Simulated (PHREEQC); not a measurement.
# Buffer: an equilibrium model

Dissolve 29 mmol/kgw NaHSO4, 0.094 mmol/kgw NaOH and 0.051 mmol/kgw KCl at 75 °C. Closed to the air; pH follows from the charge balance.

Equilibrium calculation in PHREEQC: ion-association model, phreeqc.dat.

```yaml
pH: 2.03
ionic_strength: 0.0498 mol/kgw
specific_conductance: 15500 µS/cm
total_alkalinity: -28.9 meq/kg
```

```tsv
species	molality	activity	log γ
Na+	0.0283	0.0229	-0.092
HSO4-	0.0178	0.0143	-0.095
H+	0.0111	0.00933	-0.075
SO4-2	0.0104	0.00444	-0.368
NaSO4-	0.000820	0.000668	-0.090
Cl-	5.10e-5	4.07e-5	-0.098
K+	4.79e-5	3.81e-5	-0.099
KSO4-	3.09e-6	2.51e-6	-0.090
```

Precipitation was switched off in this run. Complexes and solids missing from the database can't appear. Away from 25 °C the constants follow the database's enthalpies or fits; those with neither stay at their 25 °C values.
